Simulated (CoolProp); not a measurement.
Model: reference Helmholtz-energy equation of state, Gao 2022, in CoolProp.

For n-perfluorohexane, give the phase and the density (kg/m³), cp (kJ/(kg K)), cv (kJ/(kg K)), isothermal compressibility (1/MPa) at 263.1 K and 7690 kPa; 278.6 K and 7690 kPa; 434.4 K and 7690 kPa.


- 263.1 K and 7690 kPa: liquid; density 1800, cp 0.986, cv 0.801, isothermal compressibility 0.00164
- 278.6 K and 7690 kPa: liquid; density 1760, cp 1.01, cv 0.825, isothermal compressibility 0.00187
- 434.4 K and 7690 kPa: liquid; density 1300, cp 1.20, cv 1.01, isothermal compressibility 0.0130
